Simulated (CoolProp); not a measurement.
Vapour-liquid equilibrium of n-hexane (1) + o-xylene (2) at 6.55 bar; x and y are mole fractions of (1).

The numbers come from the multi-fluid Helmholtz-energy mixture model, Thol 2019 and Zhou 2012; pair parameters Bell 2016 in CoolProp.

```
x      bubble temperature (°C)  y at the bubble point  dew temperature at overall composition x (°C)  liquid density (mol/L)
-----  -----------------------  ---------------------  ---------------------------------------------  ----------------------
0.05                     223.2                  0.164                                          229.4                   6.390
0.125                    211.2                  0.358                                          225.3                   6.438
0.2                      200.9                  0.503                                          221.1                   6.468
0.275                    191.9                  0.612                                          216.6                   6.483
0.35                     184.2                  0.695                                          211.8                   6.484
0.425                    177.4                  0.760                                          206.6                   6.473
0.5                      171.4                  0.811                                          201.1                   6.452
0.575                    166.1                  0.853                                          195.1                   6.424
0.65                     161.3                  0.888                                          188.5                   6.388
0.725                    156.9                  0.917                                          181.1                   6.346
0.8                      152.8                  0.943                                          172.7                   6.298
0.875                    149.0                  0.966                                          163.1                   6.246
0.95                     145.3                  0.987                                          151.7                   6.190
```

No azeotrope shows between x = 0.05 and 0.95.

The pair parameters rest on a limited set of measurements; away from them the model extrapolates.
